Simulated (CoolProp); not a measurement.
Vapour-liquid equilibrium of octamethyltrisiloxane (MDM) (1) + octamethylcyclotetrasiloxane (D4) (2) at 145.05 °C; x and y are mole fractions of (1).

Values from CoolProp's multi-fluid Helmholtz-energy mixture model, Thol 2017 and Thol 2015; pair parameters Bell 2016.

```
x     bubble pressure, mixture model (MPa)  bubble pressure, Raoult's law (MPa)  y, mixture model  y, Raoult's law
----  ------------------------------------  -----------------------------------  ----------------  ---------------
0.05                               0.04539                              0.04515             0.094            0.092
0.2                                0.05166                              0.05114             0.322            0.325
0.35                               0.05754                              0.05712             0.499            0.509
0.5                                0.06330                              0.06311             0.645            0.658
0.65                               0.06908                              0.06909             0.770            0.781
0.8                                0.07498                              0.07508             0.879            0.885
0.95                               0.08102                              0.08106             0.972            0.973
```

The largest gap from Raoult's law is +1.0 % in bubble pressure, at x = 0.2. No azeotrope shows between x = 0.05 and 0.95.

The pair parameters rest on a limited set of measurements; away from them the model extrapolates.
